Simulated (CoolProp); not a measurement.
Dimethyl carbonate at several states: density (kg/m³) from the reference equation and from simpler models built on Tc = 283.9 °C, pc = 49.09 bar, ω = 0.346; each cubic takes its own stable root.

Computed with CoolProp (reference Helmholtz-energy equation of state, Zhou 2011).

```
T (°C)  p (bar)   phase  reference  van der Waals  Soave-Redlich-Kwong
------  -------  ------  ---------  -------------  -------------------
219.45     4.42     gas      10.21          10.09                10.21
77.95      31.8  liquid      995.5          584.8                890.2
81.85     0.154     gas     0.4722         0.4712               0.4720
216.35     5.32     gas      12.52          12.34                12.52
215.45    0.213     gas     0.4734         0.4731               0.4734
225.55     1.15     gas      2.528          2.521                2.528
```
